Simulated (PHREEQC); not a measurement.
Solution A (0.0012 mol/kgw LiCl and 0.012 mol/kgw KBr) is mixed with solution B (0.011 mol CuSO4, 0.22 mol HNO3 and 0.00048 mol NaCl per kg of water) at 60 °C; shares are by mass of water, 1 kg in all. Oxygen alone is held at its pressure in air (log pO2 = -0.68). The system is closed to CO2. Solids allowed: Tenorite, Brochantite, Antlerite, Atacamite, Cu2(OH)3NO3, Halite, Mirabilite, Chalcanthite. Others were left out.

Equilibrium calculation in PHREEQC: ion-association model, wateq4f.dat.

| share of solution B | pH | HSO4- (mol/kgw) | SO4-2 (mol/kgw) |
|---|---|---|---|
| 0 | 6.51 | 0 | 0 |
| 0.1 | 1.74 | 0.000750 | 0.000310 |
| 0.2 | 1.45 | 0.00173 | … |
| 0.3 | 1.28 | 0.00275 | 0.000479 |
| 0.4 | 1.16 | 0.00378 | 0.000533 |
| 0.5 | … | 0.00482 | 0.000580 |
| 0.6 | 1.00 | 0.00587 | 0.000621 |
| 0.7 | 0.93 | 0.00692 | 0.000658 |
| 0.8 | 0.88 | 0.00798 | … |
| 0.9 | 0.83 | 0.00904 | 0.000724 |
| 1 | 0.79 | 0.0101 | 0.000753 |

### Question
What belongs in the gaps?

### Answer

- 0.2, SO4-2 (mol/kgw): 0.000410
- 0.5, pH: 1.07
- 0.8, SO4-2 (mol/kgw): 0.000692

At this temperature some constants are extrapolated from 25 °C, and those without enthalpy data are left unchanged.
